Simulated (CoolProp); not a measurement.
Vapour-liquid equilibrium of benzene (1) + ethylbenzene (2) at 95.15 °C; x and y are mole fractions of (1).

Computed with CoolProp (multi-fluid Helmholtz-energy mixture model, Thol 2012 and Zhou 2012; pair parameters Bell 2016).

Q: Give the bubble pressure and the first vapour's composition at x = 0.05, 0.65, 0.95. Is there an azeotrope?

A: x = 0.05: 34.21 kPa, y = 0.190; x = 0.65: 108.1 kPa, y = 0.909; x = 0.95: 150.7 kPa, y = 0.991. No azeotrope shows between x = 0.05 and 0.95.

Pair parameters are fitted to limited data, so mixtures are less certain than the pure fluids.
